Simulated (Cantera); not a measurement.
What does this Cantera script print?

```python
import numpy as np
import cantera as ct

gas = ct.Solution("gri30.yaml")
gas.TPX = 1275, 1000000, {'CH4': 1, 'O2': 1.54, 'N2': 5.78}
reactor = ct.IdealGasReactor(gas, energy="on", clone=False)
net = ct.ReactorNet([reactor])
net.rtol, net.atol = 1e-08, 1e-16
show = ['CH4', 'O2', 'C2H', 'CH2O', 'NO']
times = np.geomspace(5e-06, 9, 12)

steps = ct.SolutionArray(gas, extra=["t"])
rows = []
print(f"{'t/s':>10s}{'T/K':>9s}{'P/Pa':>11s}" + "".join(f"{s:>11s}" for s in show))
for t in times:
    while net.time < t:
        t_next = net.step()
        steps.append(gas.state, t=t_next)
    rows.append([np.interp(t, steps.t, y) for y in (steps.T, steps.P, *steps(*show).X.T)])
    print(f"{t:10.3e}{rows[-1][0]:9.1f}{rows[-1][1]:11.4g}" + "".join(f"{x:11.3e}" for x in rows[-1][2:]))
rate = np.gradient(steps.T, steps.t)
print("integrator steps:", len(steps.t))
if steps.T.max() > steps.T[0] + 200:
    print(f"time of steepest temperature rise: {steps.t[rate.argmax()]:.4e} s")
gas.TPX = 1275, 1000000, {'CH4': 1, 'O2': 1.54, 'N2': 5.78}
gas.equilibrate("UV")
print(f"equilibrium (UV): T = {gas.T:.1f} K  " + "  ".join(f"{s} {gas[s].X[0]:.3e}" for s in show))
```

It prints:

```
       t/s      T/K       P/Pa        CH4         O2        C2H       CH2O         NO
 5.000e-06   1275.0      1e+06  1.202e-01  1.851e-01  4.512e-30  9.062e-09  2.806e-19
 1.852e-05   1275.0      1e+06  1.202e-01  1.851e-01  8.230e-27  1.523e-07  3.841e-18
 6.859e-05   1275.0      1e+06  1.202e-01  1.851e-01  4.702e-23  3.702e-06  8.737e-17
 2.541e-04   1275.5      1e+06  1.201e-01  1.850e-01  6.569e-20  5.492e-05  1.555e-15
 9.411e-04   1280.6  1.004e+06  1.192e-01  1.844e-01  2.670e-17  4.104e-04  2.191e-14
 3.486e-03   3041.2  2.553e+06  1.019e-11  1.820e-03  1.119e-15  3.118e-08  4.246e-03
 1.291e-02   3041.2  2.553e+06  1.019e-11  1.820e-03  1.119e-15  3.118e-08  4.246e-03
 4.782e-02   3041.2  2.553e+06  1.019e-11  1.820e-03  1.119e-15  3.118e-08  4.246e-03
 1.771e-01   3041.2  2.553e+06  1.019e-11  1.820e-03  1.119e-15  3.118e-08  4.246e-03
 6.560e-01   3041.2  2.553e+06  1.019e-11  1.820e-03  1.119e-15  3.118e-08  4.246e-03
 2.430e+00   3041.2  2.553e+06  1.019e-11  1.820e-03  1.119e-15  3.118e-08  4.246e-03
 9.000e+00   3041.2  2.553e+06  1.019e-11  1.820e-03  1.119e-15  3.118e-08  4.246e-03
integrator steps: 2140
time of steepest temperature rise: 2.0866e-03 s
equilibrium (UV): T = 3041.2 K  CH4 1.188e-11  O2 1.820e-03  C2H 1.194e-15  CH2O 3.118e-08  NO 4.246e-03
```

Detailed kinetics in Cantera: GRI-Mech 3.0 (53 species, 325 reactions). Above 3000 K some thermodynamic fits are extrapolated.
